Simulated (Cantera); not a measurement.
A Cantera script and what it prints.

```python
import numpy as np
import cantera as ct

gas_names = [...]  # 169 gases of nasa_gas.yaml made of C, H, N, O
cond_names = """
    C(gr) C6H6(L) C7H8(L) C8H18(L),n-octa H2O(s) H2O(L)
""".split()


# ... load() reads the species with a 1 bar reference pressure and builds the phases ...
atoms = {
    'acetone': {'C': 3, 'H': 6, 'O': 1},
    'H2': {'H': 2},
    'N2': {'N': 2},
    'CO2': {'C': 1, 'O': 2},
}
top_T = {'C(gr)': 4500}  # K; cautious upper limits of use, not melting points


# ... equilibrate(T, P, feed) seeds the gas with the atoms and calls Mixture.equilibrate('TP', solver="vcs", rtol=1e-11, max_steps=5000) ...
results = []
feed = {'acetone': 1, 'H2': 1.1, 'N2': 31, 'CO2': 0.0018}  # mol
P = 13332.2  # Pa
for T in [2000, 2500, 3000, 3500, 4000, 4500, 5000]:
    mix = equilibrate(T, P, feed)
    results.append((T, P, feed, dict(zip(mix.species_names, mix.species_moles))))

top = {s: max(r[3][s] / sum(r[3][g] for g in gas_names) for r in results) for s in gas_names}
cols = sorted((s for s in top if top[s] > 0.0001), key=lambda s: -top[s])[:8]
seen = [c for c in cond_names if any(r[3].get(c, 0) > 1e-12 for r in results)]
print("log10 of partial pressures in bar; condensed amounts in mol")
print(f"{'T/K':>10s}" + "".join(f"{s[:9]:>10s}" for s in cols + seen))
for T, P, feed, n in results:
    ng = sum(n[g] for g in gas_names)
    print(f"{T:10.4g}" + "".join(f"{np.log10(max(n[s] / ng * P / 1e5, 1e-99)):10.3f}" for s in cols)
          + "".join(f"{n.get(c, 0):10.4g}" for c in seen))
```

It prints:

```
log10 of partial pressures in bar; condensed amounts in mol
       T/K        N2         H        H2         N         C       HCN        CO        CN     C(gr)
      2000    -0.943    -3.705    -1.833    -9.516   -10.517    -3.219    -2.431    -6.720     1.819
      2500    -0.952    -2.560    -1.920    -7.010    -6.779    -2.586    -2.436    -4.463     1.117
      3000    -0.975    -1.922    -2.241    -5.344    -4.386    -2.398    -2.453    -3.065         0
      3500    -0.999    -1.646    -2.835    -4.154    -3.166    -2.936    -2.479    -2.558         0
      4000    -1.011    -1.592    -3.589    -3.256    -2.591    -3.828    -2.492    -2.511         0
      4500    -1.021    -1.590    -4.257    -2.556    -2.378    -4.797    -2.500    -2.707         0
      5000    -1.050    -1.602    -4.821    -2.004    -2.298    -5.686    -2.523    -2.962         0
```

Equilibrium computed with Cantera from the NASA thermochemical tables; the gas is ideal and each condensed phase is pure. The feed counts by its element totals alone.
